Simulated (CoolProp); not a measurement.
n-pentane at several states: Z from the reference equation and from simpler models built on Tc = 196.5 °C, pc = 33.68 bar, ω = 0.251; each cubic takes its own stable root.

The numbers come from the reference Helmholtz-energy equation of state, Thol 2019 in CoolProp.

```csv
T (°C),p (bar),phase,reference,Soave-Redlich-Kwong,Peng-Robinson
90.05,2.82,gas,0.9270,0.9327,0.9287
39.35,0.452,gas,0.9816,0.9841,0.9834
-71.25,146,liquid,0.8724,0.9696,0.8657
```
